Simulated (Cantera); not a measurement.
Cantera run:

```python
import numpy as np
import cantera as ct

gas_names = """
    Br Br2 H HBr H2 Si SiBr SiBr2 SiBr3 SiBr4 SiH SiHBr3 SiH2 SiH2Br2 SiH3 SiH3Br SiH4 Si2 Si3
""".split()
cond_names = """
    Br2(cr) Br2(L) Si(cr) Si(L)
""".split()


# ... load() reads the species with a 1 bar reference pressure and builds the phases ...
atoms = {
    'Si': {'Si': 1},
    'HBr': {'H': 1, 'Br': 1},
}
top_T = {}  # K; cautious upper limits of use, not melting points


# ... equilibrate(T, P, feed) seeds the gas with the atoms and calls Mixture.equilibrate('TP', solver="vcs", rtol=1e-11, max_steps=5000) ...
results = []
feed = {'Si': 1, 'HBr': 6.6}  # mol
P = 26  # Pa
for T in [673, 748, 823, 898, 973, 1048, 1123, 1198, 1273]:
    mix = equilibrate(T, P, feed)
    results.append((T, P, feed, dict(zip(mix.species_names, mix.species_moles))))

top = {s: max(r[3][s] / sum(r[3][g] for g in gas_names) for r in results) for s in gas_names}
cols = sorted((s for s in top if top[s] > 1e-06), key=lambda s: -top[s])[:8]
seen = [c for c in cond_names if any(r[3].get(c, 0) > 1e-12 for r in results)]
print("log10 of partial pressures in bar; condensed amounts in mol")
print(f"{'T/K':>10s}" + "".join(f"{s[:9]:>10s}" for s in cols + seen))
for T, P, feed, n in results:
    ng = sum(n[g] for g in gas_names)
    print(f"{T:10.4g}" + "".join(f"{np.log10(max(n[s] / ng * P / 1e5, 1e-99)):10.3f}" for s in cols)
          + "".join(f"{n.get(c, 0):10.4g}" for c in seen))
```

Result:

```
log10 of partial pressures in bar; condensed amounts in mol
       T/K       HBr        H2     SiBr4     SiBr2        Br     SiBr3    SiHBr3         H
       673    -3.918    -4.032    -4.333   -13.218   -11.155   -10.784    -8.626   -16.273
       748    -3.918    -4.032    -4.333   -11.013    -9.982    -9.432    -8.072   -14.557
       823    -3.918    -4.032    -4.333    -9.218    -9.020    -8.331    -7.623   -13.151
       898    -3.918    -4.033    -4.334    -7.731    -8.217    -7.418    -7.252   -11.977
       973    -3.916    -4.035    -4.340    -6.490    -7.533    -6.657    -6.950   -10.984
      1048    -3.899    -4.056    -4.380    -5.513    -6.922    -6.065    -6.759   -10.140
      1123    -3.851    -4.127    -4.530    -4.905    -6.331    -5.730    -6.797    -9.434
      1198    -3.801    -4.233    -4.831    -4.610    -5.783    -5.640    -7.055    -8.838
      1273    -3.778    -4.315    -5.285    -4.483    -5.326    -5.721    -7.437    -8.304
```

Equilibrium computed with Cantera from the NASA thermochemical tables; the gas is ideal and each condensed phase is pure. The tables' values for SiBr3 are old estimates; treat these amounts as uncertain.
